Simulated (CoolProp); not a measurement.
Nitrous oxide along the isobar 28.5 MPa: fugacity coefficient from the reference equation and from simpler models built on Tc = 309.5 K, pc = 7.245 MPa, ω = 0.161; each cubic takes its own stable root.

Computed with CoolProp (reference Helmholtz-energy equation of state, Lemmon 2006). It is a short technical equation, of lower accuracy than the large ones.

| T (K) | phase | reference | Redlich-Kwong | Soave-Redlich-Kwong |
|---|---|---|---|---|
| 272.2 | liquid | 0.1391 | 0.1598 | 0.1481 |
| 280.5 | liquid | 0.1636 | 0.1848 | 0.1746 |
| 288.9 | liquid | 0.1903 | 0.2114 | 0.2034 |
| 297.2 | liquid | 0.2182 | 0.2387 | 0.2335 |
| 305.5 | liquid | 0.2474 | 0.2669 | 0.2651 |
| 313.9 | supercritical | 0.2781 | 0.2960 | 0.2981 |
| 322.2 | supercritical | 0.3091 | 0.3251 | 0.3316 |
| 330.5 | supercritical | 0.3407 | 0.3544 | 0.3656 |
| 338.9 | supercritical | 0.3729 | 0.3839 | 0.4001 |
| 347.2 | supercritical | 0.4046 | 0.4127 | 0.4340 |
| 355.5 | supercritical | 0.4360 | 0.4411 | 0.4674 |
| 363.9 | supercritical | 0.4672 | 0.4693 | 0.5006 |
| 372.2 | supercritical | 0.4973 | 0.4963 | 0.5324 |
